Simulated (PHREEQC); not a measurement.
Solution A (0.088 mol Pb(NO3)2 and 0.0012 mol AlCl3 per kg of water) is mixed with solution B (90 mmol/kgw CuSO4 and 1.4 mmol/kgw FeCl3) at 79 °C; shares are by mass of water, 1 kg in all. O2 is buffered at 0.21 atm. CO2 from the air is kept out. Solids allowed: Al(OH)3(a), Fe(OH)3(a), Cu(OH)2, Brochantite, Antlerite, Atacamite, Cu2(OH)3NO3, Litharge, Anglesite, Cotunnite, Laurionite, Larnakite, Basaluminite, Chalcanthite. Others were left out.

All values are PHREEQC results (ion-association model, wateq4f.dat), not measurements.

```csv
share of solution B,pH,Anglesite (mol),S in solution (mol/kgw),Al+3 (mol/kgw),Pb+2 (mol/kgw),Fe(OH)2+ (mol/kgw),PbCl+ (mol/kgw)
0,3.50,0,0,0.000876,0.0558,0,0.00229
0.05,3.45,0.00447,2.59e-5,0.000861,0.0505,4.57e-5,0.00221
0.1,3.40,0.00897,2.78e-5,0.000842,0.0452,8.76e-5,0.00211
0.2,3.30,0.0180,3.36e-5,0.000787,0.0342,0.000161,0.00185
0.25,3.25,0.0225,3.81e-5,0.000752,0.0286,0.000192,0.00168
0.3,3.21,0.0270,4.50e-5,0.000713,0.0229,0.000221,0.00148
0.4,3.13,0.0359,8.01e-5,0.000624,0.0113,0.000273,0.000901
0.45,3.10,0.0403,0.000155,0.000573,[?],0.000296,0.000490
0.5,3.10,0.0433,[?],0.000447,0.000458,0.000328,4.67e-5
0.55,3.21,0.0395,0.0100,0.000215,[?],0.000397,7.65e-6
0.6,3.30,0.0351,0.0189,0.000124,3.88e-5,0.000460,4.02e-6
0.7,3.40,0.0264,0.0366,5.26e-5,2.00e-5,0.000574,[?]
0.75,3.44,0.0220,0.0455,3.56e-5,1.62e-5,0.000626,1.67e-6
0.8,3.47,0.0176,0.0544,2.38e-5,[?],0.000676,1.41e-6
0.9,3.52,0.00877,0.0722,8.91e-6,1.05e-5,0.000771,1.08e-6
0.95,3.54,0.00437,0.0811,3.95e-6,9.45e-6,0.000816,9.69e-7
1,3.56,0,0.0900,0,0,0.000860,0
```

Q: What belongs in the gaps?

A: 
- 0.45, Pb+2 (mol/kgw): 0.00542
- 0.5, S in solution (mol/kgw): 0.00169
- 0.55, Pb+2 (mol/kgw): 7.41e-5
- 0.7, PbCl+ (mol/kgw): 2.07e-6
- 0.8, Pb+2 (mol/kgw): 1.36e-5

Constants without temperature data keep their 25 °C values here.
